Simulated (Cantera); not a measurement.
An isothermal, constant-pressure homogeneous reactor starts with N2O : H2O = 1 : 0.012 (molar parts), at 1475 K and 0.109 atm. Integrator tolerance rtol = 1e-08.

Cantera simulation using GRI-Mech 3.0 (53 species, 325 reactions); the numbers are that mechanism's predictions, not measurements. GRI-Mech 3.0 was tuned for natural gas; its chemistry of N2O as a main component is partial and can be far from experiment. The temperature is held fixed by assumption; the heat of reaction is taken as removed at once.

**Question.** What does this change do: N2O 1 to 2.6 parts?

**Answer.** 
```json
[
 {"quantity": "x(N2O) at 100 s", "before": "4.69e-6 (gas-phase equilibrium 2.34e-8)", "after": "5.25e-6 (gas-phase equilibrium 2.36e-8)"},
 {"quantity": "x(H2O) at 100 s", "before": "0.00792 (gas-phase equilibrium 0.00792)", "after": "0.00306 (gas-phase equilibrium 0.00306)"},
 {"quantity": "x(H2O2) at 100 s", "before": "2.44e-10 (gas-phase equilibrium 2.71e-10)", "after": "9.39e-11 (gas-phase equilibrium 1.05e-10)"},
 {"quantity": "x(OH) at 100 s", "before": "3.27e-5 (gas-phase equilibrium 3.44e-5)", "after": "2.03e-5 (gas-phase equilibrium 2.14e-5)"},
 {"quantity": "x(N2) at 100 s", "before": "0.596 (gas-phase equilibrium 0.661)", "after": "0.597 (gas-phase equilibrium 0.664)"},
 {"quantity": "x(NO) at 100 s", "before": "0.130 (gas-phase equilibrium 0.00125)", "after": "0.135 (gas-phase equilibrium 0.00125)"},
 {"quantity": "x(H2) at 100 s", "before": "6.31e-8 (gas-phase equilibrium 5.63e-8)", "after": "2.44e-8 (gas-phase equilibrium 2.17e-8)"}
]
```
